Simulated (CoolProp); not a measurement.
Saturation properties of R245ca (Tc = 447.6 K, pc = 3.941 MPa, ω = 0.355).

Computed with CoolProp (reference Helmholtz-energy equation of state, Zhou 2016).

```tsv
T (K)	p (MPa)	liquid density (kg/m³)	enthalpy of vaporisation (kJ/kg)	liquid cp (kJ/(kg K))
239.5	0.005055	1527	237.1	1.320
253.1	0.01181	1495	229.4	1.328
266.7	0.02479	1464	221.9	1.339
280.3	0.04760	1431	___	1.355
293.9	0.08484	1398	206.7	1.373
307.6	0.1426	___	198.9	1.394
321.2	0.2266	1328	___	1.418
334.8	0.3444	1290	182.3	1.446
348.4	0.5040	___	173.2	1.479
```

**Question.** What belongs in the gaps?

**Answer.** 
- 280.3, enthalpy of vaporisation (kJ/kg): 214.3
- 307.6, liquid density (kg/m³): 1363
- 321.2, enthalpy of vaporisation (kJ/kg): 190.8
- 348.4, liquid density (kg/m³): 1251

It boils at 298.4 K under 1 atm.
